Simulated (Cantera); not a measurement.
A closed system holds: 1 mol MgSO4, 9.1 mol CO2, 0.33 mol H2, held at 598.15 K.

Cantera equilibrium calculation (NASA polynomials, part measured and part estimated; ideal gas, pure solids and liquids). Candidate condensed phases: C, C6H6, C7H8, C8H18, H2O, H2SO4, Mg, MgCO3, MgO, Mg(OH)2, MgS, MgSO4, S; 130 gas species. Gases not in the tables: S3 to S7. Rates play no part.

At 3.45 Torr, list the 5 most abundant gas species with their mole fractions, and the condensed phases.

CO2 0.949, H2O 0.0325, SO2 0.0142, S2 0.00205, H2S 0.00188. Condensed: MgO(s) + MgSO4(s).
